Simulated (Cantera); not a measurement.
Input (Python, Cantera) and output of one run.

```python
import numpy as np
import cantera as ct

gas_names = """
    Br Br2 H HBr H2 Si SiBr SiBr2 SiBr3 SiBr4 SiH SiHBr3 SiH2 SiH2Br2 SiH3 SiH3Br SiH4 Si2 Si3
""".split()
cond_names = """
    Br2(cr) Br2(L) Si(cr) Si(L)
""".split()


# ... load() reads the species with a 1 bar reference pressure and builds the phases ...
atoms = {
    'Si': {'Si': 1},
    'HBr': {'H': 1, 'Br': 1},
}
top_T = {}  # K; cautious upper limits of use, not melting points


# ... equilibrate(T, P, feed) seeds the gas with the atoms and calls Mixture.equilibrate('TP', solver="gibbs", rtol=1e-10, max_steps=50000) ...
results = []
P = 6.3  # Pa
for T in [625, 725, 825, 925, 1025, 1125, 1225, 1325, 1425]:
    for m in [1.3, 1.8, 2.3, 2.8, 3.3, 3.8, 4.4, 4.9, 5.4]:
        feed = {'Si': 1, 'HBr': m}  # mol
        mix = equilibrate(T, P, feed)
        results.append((T, P, feed, dict(zip(mix.species_names, mix.species_moles))))

for T, P, feed, n in results:
    print(f"{T:7g} {feed['HBr']:10.4g}  " + (" + ".join(c for c in cond_names if n.get(c, 0) > 1e-12) or "gas only"))
```

Output:

```
    625        1.3  Si(cr)
    625        1.8  Si(cr)
    625        2.3  Si(cr)
    625        2.8  Si(cr)
    625        3.3  Si(cr)
    625        3.8  Si(cr)
    625        4.4  gas only
    625        4.9  gas only
    625        5.4  gas only
    725        1.3  Si(cr)
    725        1.8  Si(cr)
    725        2.3  Si(cr)
    725        2.8  Si(cr)
    725        3.3  Si(cr)
    725        3.8  Si(cr)
    725        4.4  gas only
    725        4.9  gas only
    725        5.4  gas only
    825        1.3  Si(cr)
    825        1.8  Si(cr)
    825        2.3  Si(cr)
    825        2.8  Si(cr)
    825        3.3  Si(cr)
    825        3.8  Si(cr)
    825        4.4  gas only
    825        4.9  gas only
    825        5.4  gas only
    925        1.3  Si(cr)
    925        1.8  Si(cr)
    925        2.3  Si(cr)
    925        2.8  Si(cr)
    925        3.3  Si(cr)
    925        3.8  Si(cr)
    925        4.4  gas only
    925        4.9  gas only
    925        5.4  gas only
   1025        1.3  Si(cr)
   1025        1.8  Si(cr)
   1025        2.3  Si(cr)
   1025        2.8  Si(cr)
   1025        3.3  Si(cr)
   1025        3.8  Si(cr)
   1025        4.4  gas only
   1025        4.9  gas only
   1025        5.4  gas only
   1125        1.3  Si(cr)
   1125        1.8  Si(cr)
   1125        2.3  Si(cr)
   1125        2.8  Si(cr)
   1125        3.3  gas only
   1125        3.8  gas only
   1125        4.4  gas only
   1125        4.9  gas only
   1125        5.4  gas only
   1225        1.3  Si(cr)
   1225        1.8  Si(cr)
   1225        2.3  Si(cr)
   1225        2.8  Si(cr)
   1225        3.3  gas only
   1225        3.8  gas only
   1225        4.4  gas only
   1225        4.9  gas only
   1225        5.4  gas only
   1325        1.3  Si(cr)
   1325        1.8  Si(cr)
   1325        2.3  Si(cr)
   1325        2.8  gas only
   1325        3.3  gas only
   1325        3.8  gas only
   1325        4.4  gas only
   1325        4.9  gas only
   1325        5.4  gas only
   1425        1.3  Si(cr)
   1425        1.8  Si(cr)
   1425        2.3  Si(cr)
   1425        2.8  Si(cr)
   1425        3.3  gas only
   1425        3.8  gas only
   1425        4.4  gas only
   1425        4.9  gas only
   1425        5.4  gas only
```

Cantera equilibrium calculation (NASA polynomials, part measured and part estimated; ideal gas, pure solids and liquids). The tables' values for SiBr3 are old estimates.
